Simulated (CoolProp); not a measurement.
Vapour-liquid equilibrium of CH2F2 (R32) (1) + propylene (2) at 174 kPa; x and y are mole fractions of (1).

Model: multi-fluid Helmholtz-energy mixture model, Tillner-Roth 1997 and Lemmon 2013; pair parameters Bell 2016, in CoolProp.

```tsv
x	bubble temperature, mixture model (K)	bubble temperature, Raoult's law (K)	y, mixture model	y, Raoult's law
0.05	233.8	237.8	0.196	0.063
0.125	229.8	237.3	0.358	0.154
0.2	227.6	236.9	0.446	0.241
0.275	226.4	236.4	0.498	0.325
0.35	225.8	236.0	0.530	0.405
0.425	225.5	235.6	0.552	0.483
0.5	225.3	235.2	0.567	0.558
0.575	225.3	234.8	0.580	0.630
0.65	225.3	234.4	0.593	0.700
0.725	225.5	234.0	0.611	0.768
0.8	225.9	233.6	0.642	0.834
0.875	226.9	233.3	0.700	0.898
0.95	229.4	232.9	0.827	0.960
```

The largest gap from Raoult's law is -10.2 K in bubble temperature, at x = 0.35. y crosses x between x = 0.575 and 0.65: the model has an azeotrope there.

Pair parameters are fitted to limited data, so mixtures are less certain than the pure fluids.
